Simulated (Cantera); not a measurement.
## Gas-phase reforming

An isothermal, constant-pressure homogeneous reactor starts with CH4 : CO2 : H2 = 1 : 0.86 : 0.63 (molar parts), at 1300 K and 0.523 atm.

Computed with Cantera and GRI-Mech 3.0 (53 species, 325 reactions).

```csv
t (s),x CH4,x CO2,x H2,x C2H6,x H,x C2H2
9.00e-5,0.402,0.345,0.253,2.13e-11,6.55e-9,<1e-12
0.000232,0.402,0.345,0.253,3.63e-10,1.61e-8,<1e-12
0.000596,0.402,0.345,0.253,6.14e-9,4.03e-8,<1e-12
0.00153,0.402,0.345,0.253,9.71e-8,9.76e-8,<1e-12
0.00394,0.402,0.345,0.253,1.15e-6,1.89e-7,3.07e-11
0.0101,0.402,0.345,0.253,6.53e-6,2.34e-7,8.66e-10
0.0261,0.402,0.345,0.253,2.06e-5,2.53e-7,1.45e-8
0.0671,0.401,0.345,0.253,4.92e-5,2.87e-7,2.28e-7
0.173,0.401,0.345,0.253,8.61e-5,3.24e-7,3.49e-6
0.444,0.401,0.344,0.252,0.000102,3.39e-7,3.94e-5
1.14,0.399,0.340,0.251,0.000105,3.41e-7,0.000285
2.94,0.394,0.332,0.247,0.000108,3.43e-7,0.00137
7.56,0.382,0.312,0.240,0.000111,3.45e-7,0.00466
19.4,0.352,0.266,0.226,0.000117,3.52e-7,0.0129
50.0,0.288,0.183,0.213,0.000120,3.94e-7,0.0309
```
x: mole fraction; the columns are a selection and need not sum to one.

Equilibrium at this temperature and pressure: CH4 0.0325, CO2 1.78e-5, H2 0.559, C2H6 2.58e-6, H 1.14e-6, C2H2 0.000206 (gas phase only).
